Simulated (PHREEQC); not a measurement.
A solution holds 0.0094 mol/kgw (CH3)4NCl, at 20 °C. Closed to the air; pH follows from the charge balance.

All values are PHREEQC results (ion-association model, phreeqc.dat), not measurements.

Each row changes one thing in this solution. This is a speciation only: nothing precipitates in the calculation.

| case | pH | ionic strength (mol/kgw) |
|---|---|---|
| as made | 7.08 | 0.00940 |
| diluted 100-fold with water | 7.08 | (withheld) |
| (CH3)4NCl from 0.0094 to 0.094 mol/kgw | 7.07 | 0.0940 |
| (CH3)4NCl replaced by CdCl2 at the same molality | (withheld) | 0.0196 |
| (CH3)4NCl from 0.0094 to 0.0047 mol/kgw | 7.08 | 0.00470 |

Complete the blanks.


- diluted 100-fold with water, ionic strength (mol/kgw): 9.41e-5
- (CH3)4NCl replaced by CdCl2 at the same molality, pH: 5.93

Species that the database lacks are ignored. (CH3)4N+ isn't in the database: it is added as a free cation with an ion size of 4 Å.
